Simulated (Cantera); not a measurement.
Input: 1 mol acetone, 0.12 mol NH₃, 0.27 mol CO₂, equilibrated at 848.15 K and 4200000 Pa.

Method: chemical equilibrium by Gibbs-energy minimisation in Cantera with the NASA 1993 tables (ideal gas, pure condensed phases). Candidate condensed phases: C, C₆H₆, C₇H₈, C₈H₁₈, H₂O; 136 gas species. The feed counts by its element totals alone. The ideal-gas law is rough above about 30 bar. Rates play no part.

Problem. What is the equilibrium state?

Solution. 
```json
{
  "x(H₂O)": "0.377",
  "x(CH₄)": "0.368",
  "x(H₂)": "0.117",
  "x(CO₂)": "0.104",
  "x(N₂)": "0.0230",
  "x(CO)": "0.0104",
  "x(NH₃)": "0.000481",
  "x(C₂H₆)": "4.27e-5",
  "n(C(graphite))": "2.02 mol",
  "gas_amount": "2.584 mol"
}
```
